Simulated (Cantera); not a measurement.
**Equilibrium for boron, boron nitride and boron oxide: B + N₂**

Charge: 1 mol B, 1.3 mol N₂, held at 2398 K and 0.0120 bar.

Method: chemical equilibrium by Gibbs-energy minimisation in Cantera with the NASA 1993 tables (ideal gas, pure condensed phases). Candidate condensed phases: B, BN; 5 gas species. Equilibrium is a limit: real reactors are often held back by kinetics, nucleation or transport.

- x(N₂): 0.997
- x(B): 0.00260
- x(BN): 0.000131
- n(B(l)): 0.996 mol
- gas amount: 1.303 mol
